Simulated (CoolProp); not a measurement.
Vapour-liquid equilibrium of benzene (1) + n-decane (2) at 0.0266 MPa; x and y are mole fractions of (1).

Model: multi-fluid Helmholtz-energy mixture model, Thol 2012 and Lemmon 2006; pair parameters Bell 2016, in CoolProp.

| x | bubble temperature (K) | y at the bubble point | dew temperature at overall composition x (K) | liquid density (mol/L) |
|---|---|---|---|---|
| 0.05 | 384.7 | 0.462 | 399.8 | 4.761 |
| 0.2 | 354.0 | 0.870 | 395.0 | 5.420 |
| 0.35 | 338.9 | 0.948 | 389.5 | 6.094 |
| 0.5 | 330.4 | 0.973 | 382.9 | 6.857 |
| 0.65 | 324.7 | 0.985 | 374.4 | 7.769 |
| 0.8 | 320.3 | 0.993 | 362.4 | 8.902 |
| 0.95 | 316.5 | 0.998 | 338.3 | 10.36 |

No azeotrope shows between x = 0.05 and 0.95.

The pair parameters rest on a limited set of measurements; away from them the model extrapolates.
